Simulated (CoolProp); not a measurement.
Vapour pressure (MPa) of toluene: the reference equation beside estimates from Tc = 591.7 K, pc = 4.126 MPa, ω = 0.266. Clausius-Clapeyron is anchored at 466.5 K with a constant enthalpy of vaporisation of 27.37 kJ/mol.

Computed with CoolProp (reference Helmholtz-energy equation of state, Lemmon 2006). It is a short technical equation, of lower accuracy than the large ones.

```csv
T (K),reference,Clausius-Clapeyron,Redlich-Kwong,Soave-Redlich-Kwong
435.1,0.3581,0.3999,0.5391,0.3601
439.6,0.3937,0.4321,0.5845,0.3964
444.1,0.4319,0.4662,0.6325,0.4354
448.6,0.4729,0.5021,0.6832,0.4772
453,0.5157,0.5392,0.7355,0.5210
457.5,0.5624,0.5792,0.7918,0.5689
462,0.6123,0.6212,0.8511,0.6200
466.5,0.6654,0.6654,0.9134,0.6745
470.9,0.7206,0.7108,0.9772,0.7311
475.4,0.7805,0.7594,1.046,0.7926
479.9,0.8441,0.8103,1.117,0.8580
484.4,0.9115,0.8636,1.192,0.9272
488.8,0.9812,0.9181,1.269,0.9988
493.3,1.057,0.9763,1.350,1.076
497.8,1.136,1.037,1.436,1.158
```

Absolute difference from the reference over all 15 rows, mean and median: Clausius-Clapeyron 5.4 and 5.3 %, Redlich-Kwong 37.7 and 37.3 %, Soave-Redlich-Kwong 1.3 and 1.4 %.
